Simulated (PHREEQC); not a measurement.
A column of 0.1 m (40 cells, dispersivity 0.0035 m, 300 s a shift, diffusion coefficient 3e-10 m²/s) holds 0.00028 eq of the database's cation exchanger X per kg of pore water, first in equilibrium with 0.0014 mol MnCl2, 0.048 mol KBr and 1e-05 mol HCl per kg of water. It is flushed with 0.00035 mol/kgw KBr and 1e-05 mol/kgw HCl, at 25 °C. Values are for the last cell. No CO2 enters from the air. No solid was allowed to form.

Computed with PHREEQC (ion-association model, phreeqc.dat).

Task: Predict Mn in solution (mol/kgw), Cl in solution (mol/kgw) at pore volumes = 0.3875, 0.6375, 2.763.

Result: 
```
pore volumes  Mn in solution (mol/kgw)  Cl in solution (mol/kgw)
------------  ------------------------  ------------------------
0.3875                         0.00140                   0.00281
0.6375                         0.00132                   0.00265
2.763                          6.31e-7                   1.01e-5
```
